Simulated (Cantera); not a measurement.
Input (Python, Cantera) and output of one run.

```python
import numpy as np
import cantera as ct

gas_names = """
    CL CL2 H HCL H2 Si SiCL SiCL2 SiCL3 SiCL4 SiH SiHCL3 SiH2 SiH2CL2 SiH3 SiH3CL SiH4 Si2 Si3
""".split()
cond_names = """
    Si(cr) Si(L)
""".split()


def load(file, names, dense=False):
    # The tables refer to 1 bar. Condensed volumes are neglected.
    table = {s.name: s for s in ct.Species.list_from_file(file)}
    out = []
    for n in names:
        d = dict(table[n].input_data)
        d["thermo"] = dict(d["thermo"], **{"reference-pressure": 1e5})
        if dense:
            d["equation-of-state"] = {"model": "constant-volume", "density": "1e6 g/cm^3"}
        out.append(ct.Species.from_dict(d))
    return out


gas = ct.Solution(thermo="ideal-gas", species=load("nasa_gas.yaml", gas_names))
cond = {s.name: ct.Solution(thermo="fixed-stoichiometry", species=[s], name=s.name)
        for s in load("nasa_condensed.yaml", cond_names, dense=True)}
atoms = {
    'SiH2Cl2': {'Si': 1, 'H': 2, 'CL': 2},
    'HCl': {'H': 1, 'CL': 1},
    'H2': {'H': 2},
}
top_T = {}  # K; cautious upper limits of use, not melting points


def equilibrate(T, P, feed):
    n = {}
    for name, mol in feed.items():
        for a, k in atoms[name].items():
            n[a] = n.get(a, 0.0) + k * mol
    gas.TPX = T, P, n
    mass = sum(n.values()) * gas.mean_molecular_weight
    gas.equilibrate("TP")
    valid = [c for c in cond.values() if c.min_temp <= T <= top_T.get(c.name, c.max_temp)]
    mix = ct.Mixture([(gas, mass / gas.mean_molecular_weight)] + [(c, 0.0) for c in valid])
    mix.T, mix.P = T, P
    mix.equilibrate("TP", solver="vcs", rtol=1e-11, max_steps=5000)
    return mix


results = []
feed = {'SiH2Cl2': 1, 'HCl': 3.6, 'H2': 13}  # mol
T = 1100  # K
P = 48000  # Pa
mix = equilibrate(T, P, feed)
results.append((T, P, feed, dict(zip(mix.species_names, mix.species_moles))))
print(gas.report(threshold=1e-06))
for i in range(1, mix.n_phases):
    print(f"{mix.phase(i).name:16s} {mix.phase_moles(i):12.5e} mol")
```

It prints:

```
       temperature   1100 K
          pressure   48000 Pa
           density   0.077043 kg/m^3
  mean mol. weight   14.68 kg/kmol
   phase of matter   gas

                          1 kg             1 kmol
                     ---------------   ---------------
          enthalpy       -1.2529e+06       -1.8393e+07  J
   internal energy       -1.8759e+06       -2.7538e+07  J
           entropy             13752        2.0187e+05  J/K
    Gibbs function        -1.638e+07       -2.4045e+08  J
 heat capacity c_p            2386.4             35031  J/K
 heat capacity c_v              1820             26717  J/K

                      mass frac. Y      mole frac. X     chem. pot. / RT
                     ---------------   ---------------   ---------------
               HCL           0.24367          0.098115           -37.673
                H2           0.11606           0.84509            -18.65
             SiCL2        0.00058013        8.6035e-05           -66.158
             SiCL3         0.0050781        0.00055451           -94.506
             SiCL4           0.57564          0.049741           -122.85
            SiHCL3          0.058303          0.006319           -103.83
           SiH2CL2        0.00066202         9.622e-05           -84.808
     [  +12 minor]        1.7736e-06        4.2698e-07

Si(cr)            0.00000e+00 mol
```

Method: chemical equilibrium by Gibbs-energy minimisation in Cantera with the NASA 1993 tables (ideal gas, pure condensed phases). The tables' values for SiCl3 are old estimates; treat these amounts as uncertain.
